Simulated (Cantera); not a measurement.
A perfectly stirred reactor is fed with CH4 : O2 : N2 : CO2 = 1 : 2.02 : 7.6 : 0.98 (molar parts), equivalence ratio 0.99, at 23000 Pa; it is adiabatic with a 575 K inlet, and is followed from long to short residence time, starting on the burning branch (τ in s: 0.044, 0.017, 0.0066, 0.0025, 0.00098, 0.00038, 0.00015, 5.6e-05, 2.2e-05).

Detailed kinetics in Cantera: GRI-Mech 3.0 (53 species, 325 reactions).

### Question
What does this change do: inlet temperature 575 to 450 K?

### Answer
```
quantity                                                                        before                                 after
------------------------------------------------  ------------------------------------  ------------------------------------
blow-out, bracketed by the residence times tried  burning at 0.380 ms, out at 0.150 ms  burning at 0.380 ms, out at 0.150 ms
x(CH4) at τ = 44.0 ms                                                          1.49e-5                               1.78e-5
x(O2) at τ = 44.0 ms                                                            0.0174                                0.0165
x(CO2) at τ = 44.0 ms                                                            0.139                                 0.141
x(OH) at τ = 44.0 ms                                                           0.00615                               0.00540
x(NO) at τ = 44.0 ms                                                          0.000192                              0.000125
x(CH4) at τ = 0.980 ms                                                        0.000419                              0.000526
x(O2) at τ = 0.980 ms                                                           0.0302                                0.0297
x(CO2) at τ = 0.980 ms                                                           0.118                                 0.121
x(OH) at τ = 0.980 ms                                                          0.00715                               0.00606
x(NO) at τ = 0.980 ms                                                          2.11e-5                               1.62e-5
```

### Question
What does this change do: pressure from 23000 Pa to 100000 Pa?

### Answer
```csv
quantity,before,after
"blow-out, bracketed by the residence times tried","burning at 0.380 ms, out at 0.150 ms","burning at 0.150 ms, out at 56.0 µs"
x(CH4) at τ = 44.0 ms,1.49e-5,7.91e-6
x(O2) at τ = 44.0 ms,0.0174,0.00988
x(CO2) at τ = 44.0 ms,0.139,0.153
x(OH) at τ = 44.0 ms,0.00615,0.00364
x(NO) at τ = 44.0 ms,0.000192,0.000455
x(CH4) at τ = 0.980 ms,0.000419,0.000137
x(O2) at τ = 0.980 ms,0.0302,0.0212
x(CO2) at τ = 0.980 ms,0.118,0.132
x(OH) at τ = 0.980 ms,0.00715,0.00648
x(NO) at τ = 0.980 ms,2.11e-5,7.56e-5
```

### Question
What does this change do: CO2 0.98 to 0.77 parts?

### Answer
```tsv
quantity	before	after
blow-out, bracketed by the residence times tried	burning at 0.380 ms, out at 0.150 ms	burning at 0.380 ms, out at 0.150 ms
x(CH4) at τ = 44.0 ms	1.49e-5	1.37e-5
x(O2) at τ = 44.0 ms	0.0174	0.0172
x(CO2) at τ = 44.0 ms	0.139	0.124
x(OH) at τ = 44.0 ms	0.00615	0.00662
x(NO) at τ = 44.0 ms	0.000192	0.000253
x(CH4) at τ = 0.980 ms	0.000419	0.000377
x(O2) at τ = 0.980 ms	0.0302	0.0298
x(CO2) at τ = 0.980 ms	0.118	0.105
x(OH) at τ = 0.980 ms	0.00715	0.00777
x(NO) at τ = 0.980 ms	2.11e-5	2.50e-5
```
